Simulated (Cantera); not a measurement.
Input (Python, Cantera) and output of one run.

```python
import numpy as np
import cantera as ct

gas_names = [...]  # 114 gases of nasa_gas.yaml made of C, Fe, H, O
cond_names = """
    C(gr) C6H6(L) C7H8(L) C8H18(L),n-octa Fe(a) Fe(c) Fe(d) Fe(L) FeC5O5(L) FeO(s) FeO(L) Fe(OH)2(s)
    Fe(OH)3(s) Fe2O3(s) Fe3O4(s) H2O(s) H2O(L)
""".split()


# ... load() reads the species with a 1 bar reference pressure and builds the phases ...
atoms = {
    'Fe2O3': {'Fe': 2, 'O': 3},
    'CH4': {'C': 1, 'H': 4},
    'CO': {'C': 1, 'O': 1},
}
top_T = {'C(gr)': 4500, 'Fe2O3(s)': 1830, 'Fe3O4(s)': 1870}  # K; cautious upper limits of use, not melting points


# ... equilibrate(T, P, feed) seeds the gas with the atoms and calls Mixture.equilibrate('TP', solver="vcs", rtol=1e-11, max_steps=5000) ...
results = []
feed = {'Fe2O3': 1, 'CH4': 4.3, 'CO': 2.7}  # mol
P = 17  # Pa
for T in [1350, 1450, 1550, 1650, 1750, 1850, 1950, 2050, 2150, 2250, 2350, 2450]:
    mix = equilibrate(T, P, feed)
    results.append((T, P, feed, dict(zip(mix.species_names, mix.species_moles))))
    x = sorted(zip(gas.X, gas.species_names), reverse=True)
    print(f"T = {T:g} K  P = {P:g} Pa  gas = {mix.phase_moles(0):.4g} mol")
    print("   x: " + "  ".join(f"{s} {v:.3e}" for v, s in x if v > 0.0001))
    print("   condensed (mol): " + ("  ".join(f"{mix.phase(i).name} {mix.phase_moles(i):.4g}"
          for i in range(1, mix.n_phases) if mix.phase_moles(i) > 1e-12) or "none"))
```

Output:

```
T = 1350 K  P = 17 Pa  gas = 14.3 mol
   x: H2 6.013e-01  CO 3.986e-01  H 1.417e-04
   condensed (mol): C(gr) 1.3  Fe(c) 2
T = 1450 K  P = 17 Pa  gas = 14.31 mol
   x: H2 6.008e-01  CO 3.984e-01  H 5.622e-04  Fe 2.936e-04
   condensed (mol): C(gr) 1.3  Fe(c) 1.996
T = 1550 K  P = 17 Pa  gas = 14.35 mol
   x: H2 5.984e-01  CO 3.972e-01  Fe 2.466e-03  H 1.869e-03
   condensed (mol): C(gr) 1.3  Fe(c) 1.965
T = 1650 K  P = 17 Pa  gas = 14.57 mol
   x: H2 5.875e-01  CO 3.912e-01  Fe 1.589e-02  H 5.341e-03
   condensed (mol): C(gr) 1.299  Fe(c) 1.768
T = 1750 K  P = 17 Pa  gas = 15.69 mol
   x: H2 5.415e-01  CO 3.633e-01  Fe 8.197e-02  H 1.313e-02
   condensed (mol): C(gr) 1.298  Fe(d) 0.714
T = 1850 K  P = 17 Pa  gas = 16.54 mol
   x: H2 5.050e-01  CO 3.446e-01  Fe 1.209e-01  H 2.936e-02  C2H2,acetylene 1.321e-04
   condensed (mol): C(gr) 1.296
T = 1950 K  P = 17 Pa  gas = 16.81 mol
   x: H2 4.808e-01  CO 3.390e-01  Fe 1.190e-01  H 6.096e-02  C2H2,acetylene 2.628e-04
   condensed (mol): C(gr) 1.291
T = 2050 K  P = 17 Pa  gas = 17.3 mol
   x: H2 4.391e-01  CO 3.295e-01  Fe 1.156e-01  H 1.153e-01  C2H2,acetylene 4.662e-04
   condensed (mol): C(gr) 1.284
T = 2150 K  P = 17 Pa  gas = 18.09 mol
   x: H2 3.755e-01  CO 3.150e-01  H 1.982e-01  Fe 1.105e-01  C2H2,acetylene 7.273e-04
   condensed (mol): C(gr) 1.273
T = 2250 K  P = 17 Pa  gas = 19.26 mol
   x: H 3.076e-01  CO 2.959e-01  H2 2.916e-01  Fe 1.038e-01  C2H2,acetylene 9.762e-04
   condensed (mol): C(gr) 1.258
T = 2350 K  P = 17 Pa  gas = 20.74 mol
   x: H 4.275e-01  CO 2.748e-01  H2 1.997e-01  Fe 9.642e-02  C2H2,acetylene 1.102e-03  C3 2.429e-04  C2H 1.206e-04  C 1.090e-04
   condensed (mol): C(gr) 1.231
T = 2450 K  P = 17 Pa  gas = 22.27 mol
   x: H 5.318e-01  CO 2.560e-01  H2 1.191e-01  Fe 8.982e-02  C3 1.321e-03  C2H2,acetylene 1.039e-03  C 4.854e-04  C2H 2.989e-04  C2 1.206e-04
   condensed (mol): C(gr) 1.135
```

These are equilibrium values from Cantera (NASA tables, ideal gas, pure condensed phases), not measurements of a reactor. Iron dissolves carbon and melts from about 1420 K in contact with it, which pure phases cannot show. Condensed phases not in the tables: cementite and carbon dissolved in iron.
